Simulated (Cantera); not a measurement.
Cantera run:

```python
import numpy as np
import cantera as ct

gas_names = """
    H HO2 H2 H2O H2O2 O OH O2 O3 Si SiH SiH2 SiH3 SiH4 SiO SiO2 Si2 Si3
""".split()
cond_names = """
    H2O(s) H2O(L) Si(cr) Si(L) SiO2(Lqz) SiO2(hqz) SiO2(L)
""".split()


# ... load() reads the species with a 1 bar reference pressure and builds the phases ...
atoms = {
    'Si': {'Si': 1},
    'H2O': {'H': 2, 'O': 1},
    'H2': {'H': 2},
}
top_T = {}  # K; cautious upper limits of use, not melting points


# ... equilibrate(T, P, feed) seeds the gas with the atoms and calls Mixture.equilibrate('TP', solver="vcs", rtol=1e-11, max_steps=5000) ...
results = []
feed = {'Si': 1, 'H2O': 0.0026, 'H2': 47}  # mol
P = 250  # Pa
for T in [1100, 1250, 1400, 1550, 1700, 1850, 2000, 2150]:
    mix = equilibrate(T, P, feed)
    results.append((T, P, feed, dict(zip(mix.species_names, mix.species_moles))))
    x = sorted(zip(gas.X, gas.species_names), reverse=True)
    print(f"T = {T:g} K  P = {P:g} Pa  gas = {mix.phase_moles(0):.4g} mol")
    print("   x: " + "  ".join(f"{s} {v:.3e}" for v, s in x if v > 0.001))
    print("   condensed (mol): " + ("  ".join(f"{mix.phase(i).name} {mix.phase_moles(i):.4g}"
          for i in range(1, mix.n_phases) if mix.phase_moles(i) > 1e-12) or "none"))
```

Result:

```
T = 1100 K  P = 250 Pa  gas = 47 mol
   x: H2 1.000e+00
   condensed (mol): Si(cr) 0.9985  SiO2(hqz) 0.001083
T = 1250 K  P = 250 Pa  gas = 47.01 mol
   x: H2 9.999e-01
   condensed (mol): Si(cr) 0.9974
T = 1400 K  P = 250 Pa  gas = 47.01 mol
   x: H2 9.998e-01
   condensed (mol): Si(cr) 0.9974
T = 1550 K  P = 250 Pa  gas = 47.02 mol
   x: H2 9.993e-01
   condensed (mol): Si(cr) 0.9966
T = 1700 K  P = 250 Pa  gas = 47.09 mol
   x: H2 9.967e-01  H 2.942e-03
   condensed (mol): Si(L) 0.9828
T = 1850 K  P = 250 Pa  gas = 47.39 mol
   x: H2 9.865e-01  H 1.070e-02  Si 2.579e-03
   condensed (mol): Si(L) 0.8649
T = 2000 K  P = 250 Pa  gas = 48.65 mol
   x: H2 9.499e-01  H 3.170e-02  Si 1.742e-02
   condensed (mol): Si(L) 0.09397
T = 2150 K  P = 250 Pa  gas = 49.99 mol
   x: H2 9.000e-01  H 8.002e-02  Si 1.933e-02
   condensed (mol): none
```

Method: chemical equilibrium by Gibbs-energy minimisation in Cantera with the NASA 1993 tables (ideal gas, pure condensed phases). Mutual solubility and eutectic melting of coexisting phases are not modelled. Gases not in the tables: Si2H6 and higher silanes.
